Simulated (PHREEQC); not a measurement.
A solution holds 0.091 mol Al2(SO4)3, 0.003 mol CaCl2 and 0.015 mol NaAlO2 per kg of water, at 25 °C. Closed to the air; pH follows from the charge balance.

All values are PHREEQC results (ion-association model, phreeqc.dat), not measurements.

| quantity | before | after |
|---|---|---|
| pH | 5.58 | 4.24 |
| ionic strength (mol/kgw) | 0.325 | 0.301 |
| AlSO4+ (mol/kgw) | 0.0958 | 0.0969 |
| SO4-2 (mol/kgw) | 0.0706 | 0.0651 |
| Al(SO4)2- (mol/kgw) | 0.0520 | 0.0539 |
| Al(OH)2+ (mol/kgw) | 0.0188 | 0.0219 |
| SI of Gypsum (CaSO4:2H2O) | -0.51 | -0.50 |
| SI of Al(OH)3(a) (Al(OH)3) | +3.01 | +1.85 |

### Question
Which change was made?
A) NaAlO2 replaced by NaOH at the same molality
B) 0.09 mol/kgw H2SO4 added
C) diluted 5-fold with water
D) 0.073 mol/kgw SrCl2 added
E) temperature from 25 to 80 °C

### Answer
E, temperature from 25 to 80 °C

No solid was allowed to form. Some of these states are supersaturated (in Al(OH)3(a), Gibbsite (slow to form), for instance). Away from 25 °C the constants follow the database's enthalpies or fits; those with neither stay at their 25 °C values.
